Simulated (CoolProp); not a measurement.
Vapour-liquid equilibrium of nitrogen (1) + carbon monoxide (2) at 0.268 MPa; x and y are mole fractions of (1).

Model: multi-fluid Helmholtz-energy mixture model, Span 2000 and Lemmon 2006; pair parameters Gernert 2013, in CoolProp.

```tsv
x	bubble temperature (°C)	y at the bubble point	dew temperature at overall composition x (°C)	liquid density (mol/L)
0.05	-182.2	0.074	-182.1	26.78
0.15	-182.8	0.212	-182.5	26.83
0.25	-183.4	0.337	-183.0	26.88
0.35	-183.9	0.449	-183.4	26.92
0.45	-184.4	0.551	-183.9	26.96
0.55	-184.9	0.643	-184.4	27.00
0.65	-185.3	0.729	-184.9	27.04
0.75	-185.7	0.809	-185.4	27.08
0.85	-186.0	0.886	-185.9	27.13
0.95	-186.3	0.962	-186.3	27.17
```

No azeotrope shows between x = 0.05 and 0.95.

The pair parameters rest on a limited set of measurements; away from them the model extrapolates.
